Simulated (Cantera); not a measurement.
**Low-pressure radical oxidation in H2/O2**

An isothermal, constant-pressure homogeneous reactor starts with H2 : O2 = 0.089 : 1 (molar parts), equivalence ratio 0.044, at 1100 K and 26.3 Torr.

Cantera simulation using the H2/O2 subset of GRI-Mech 3.0, which has no nitrogen chemistry; the numbers are that mechanism's predictions, not measurements. Radical loss at walls, strong at low pressure, is not modelled. The temperature is held fixed by assumption; the heat of reaction is taken as removed at once.

```
t (s)         x H2   x O2       x O    x H2O2    x H2O       x H    x HO2
--------  --------  -----  --------  --------  -------  --------  -------
0.000100    0.0817  0.918   2.74e-9    <1e-12  3.14e-9   2.64e-9  2.35e-9
0.000214    0.0817  0.918   2.37e-8  3.72e-12  3.86e-8   1.93e-8  5.46e-9
0.000459    0.0817  0.918   1.40e-6  3.00e-11  2.53e-6   1.11e-6  4.46e-8
0.000983    0.0679  0.909   0.00522   2.61e-7   0.0103   0.00468  1.18e-5
0.00211    0.00219  0.882    0.0267   4.70e-7   0.0730    0.0124  1.77e-5
0.00451   0.000841  0.901    0.0116   4.54e-7   0.0810   0.00314  1.48e-5
0.00966   0.000232  0.911   0.00323   4.03e-7   0.0840  0.000436  9.48e-6
0.0207     5.11e-5  0.914  0.000726   2.91e-7   0.0848   4.55e-5  4.43e-6
0.0443     1.09e-5  0.915  0.000163   1.70e-7   0.0851   4.84e-6  1.63e-6
0.0950     2.58e-6  0.915   4.11e-5   8.74e-8   0.0851   6.17e-7  5.44e-7
0.203      7.03e-7  0.915   1.21e-5   4.24e-8   0.0852   9.81e-8  1.85e-7
0.436      2.22e-7  0.915   4.04e-6   2.01e-8   0.0852   1.90e-8  6.78e-8
0.934      7.87e-8  0.915   1.50e-6   9.49e-9   0.0852   4.30e-9  2.68e-8
2.00       3.04e-8  0.915   5.98e-7   4.47e-9   0.0852   1.08e-9  1.15e-8
```
x: mole fraction; the columns are a selection and need not sum to one.

Equilibrium at this temperature and pressure: H2 6.32e-10, O2 0.915, O 1.28e-8, H2O2 1.38e-10, H2O 0.0852, H 3.50e-12, HO2 4.80e-9 (gas phase only).
